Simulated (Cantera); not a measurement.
A perfectly stirred reactor is fed with 0.661 % CO, 1.30 % O2, 0.0261 % H2O, 93.1 % N2, 4.93 % H2, at 4.93 atm; it is held at 1125 K, and followed from long to short residence time.

Model: GRI-Mech 3.0 (53 species, 325 reactions), integrated in Cantera. The hydrogen kinetics of GRI-Mech 3.0 are dated; newer H2 mechanisms differ, most at raised pressure.

**Question.** Predict: x(CO) at τ = 22.0 s; x(O2) at τ = 22.0 s; x(H2O) at τ = 22.0 s; x(CO) at τ = 0.150 s; x(O2) at τ = 0.150 s; x(H2O) at τ = 0.150 s; x(N2O) at τ = 0.150 s; x(NO) at τ = 0.150 s.

**Answer.** 
| Item | Value |
|---|---|
| x(CO) at τ = 22.0 s | 0.00384 |
| x(O2) at τ = 22.0 s | 8.46e-6 |
| x(H2O) at τ = 22.0 s | 0.0238 |
| x(CO) at τ = 0.150 s | 0.00487 |
| x(O2) at τ = 0.150 s | 0.000125 |
| x(H2O) at τ = 0.150 s | 0.0246 |
| x(N2O) at τ = 0.150 s | 2.02e-9 |
| x(NO) at τ = 0.150 s | 4.11e-9 |
